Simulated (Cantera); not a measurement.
Input: 1 mol Si, 0.49 mol H₂O, 20 mol H₂, at 1000 Pa.

Cantera equilibrium calculation (NASA polynomials, part measured and part estimated; ideal gas, pure solids and liquids). Candidate condensed phases: H₂O, Si, SiO₂; 18 gas species. Kinetics and transport are ignored. All values below are at 1550 K.

Base state: H₂ 0.976, SiO 0.0234, H 0.000311 (mole fractions); condensed: Si(s).

Q: What changes in the equilibrium state with this change: Si replaced by Cu?

A: 
```csv
species,before,after
H₂,0.976,0.974
H₂O,1.01e-6,0.0239
Cu,0,0.00186
SiO,0.0234,0
H,0.000311,0.000311
"Si(s), mol",0.510,0
"Cu(l), mol",0,0.962
```
Further candidate phases: Cu, CuO, Cu(OH)₂, Cu₂O.
